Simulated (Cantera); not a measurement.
An adiabatic, constant-pressure homogeneous reactor starts with CH4 : C2H6 : C3H8 : O2 : N2 = 1 : 0.17 : 0.2 : 1.63 : 6.14 (molar parts), at 1648 K and 2.80 bar. Integrator tolerance rtol = 1e-08.

Computed with Cantera and GRI-Mech 3.0 (53 species, 325 reactions). GRI-Mech 3.0 was tuned for natural gas; its chemistry of propane as a main component is partial and can be far from experiment.

Question: What does this change do: pressure from 2.80 bar to 11.0 bar?

Answer: 
```
quantity                                                              before                                      after
---------------------------------  -----------------------------------------  -----------------------------------------
time of steepest temperature rise                                    27.0 µs                                    10.1 µs
temperature at 0.200 s                                                2574 K                                     2601 K
equilibrium temperature                                               2574 K                                     2601 K
x(CH4) at 0.200 s                  1.80e-10 (gas-phase equilibrium 2.01e-10)    2.57e-9 (gas-phase equilibrium 2.88e-9)
x(C2H6) at 0.200 s                     <1e-12 (gas-phase equilibrium <1e-12)      <1e-12 (gas-phase equilibrium <1e-12)
x(C3H8) at 0.200 s                     <1e-12 (gas-phase equilibrium <1e-12)      <1e-12 (gas-phase equilibrium <1e-12)
x(OH) at 0.200 s                     0.00109 (gas-phase equilibrium 0.00109)  0.000638 (gas-phase equilibrium 0.000638)
x(H) at 0.200 s                      0.00889 (gas-phase equilibrium 0.00889)    0.00503 (gas-phase equilibrium 0.00503)
```
